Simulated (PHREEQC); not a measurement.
1 kg of water holding 0.31 mol NaCl, 0.042 mol Na2SO4 and 0.0031 mol K2SO4 is evaporated at 90 °C; the solids stay in contact with the brine. The system is closed to CO2. Solids allowed: Arcanite, Glaserite, Halite, Mirabilite, Misenite, Sylvite, Thenardite. Others were left out.

Computed with PHREEQC (Pitzer model, pitzer.dat).

```csv
water left (kg),ionic strength,water activity,Halite (mol),Thenardite (mol),K in solution (mol/kgw),Cl in solution (mol/kgw)
1,0.445,0.988,0,0,0.00620,0.310
0.8219,0.542,0.986,0,0,0.00754,0.377
0.5552,0.802,___,0,0,0.0112,0.558
0.4563,0.976,0.974,0,0,0.0136,0.679
0.375,1.19,0.968,0,0,0.0165,0.827
0.3082,1.44,0.961,0,0,0.0201,___
0.2082,2.14,0.941,0,0,0.0298,1.49
0.1711,2.60,0.928,0,0,0.0362,1.81
0.1407,3.17,0.911,0,0,0.0441,2.20
0.09502,4.69,0.863,0,0,0.0652,3.26
0.07809,5.70,0.829,0,0,0.0794,3.97
0.06418,6.91,0.788,0,0.000605,0.0966,4.83
0.05275,7.38,0.753,0,0.0186,0.118,5.88
0.03564,7.72,0.733,0.0813,0.0296,0.174,6.42
0.0293,7.75,0.733,___,0.0322,0.212,6.43
0.02407,7.79,0.732,0.155,0.0344,0.258,6.45
0.01627,7.88,0.730,0.204,0.0376,0.381,6.50
0.01337,7.94,0.729,0.223,0.0388,0.464,6.54
0.01099,8.02,0.728,0.238,0.0398,0.564,6.58
0.00903,8.11,0.726,0.250,0.0406,0.687,6.63
0.006093,8.37,0.722,0.269,0.0418,1.02,6.77
0.005012,8.55,0.719,0.276,0.0423,1.24,6.86
```

**Question.** What belongs in the gaps?

**Answer.** 
- 0.5552, water activity: 0.979
- 0.3082, Cl in solution (mol/kgw): 1.01
- 0.0293, Halite (mol): 0.122

Constants without temperature data keep their 25 °C values here.
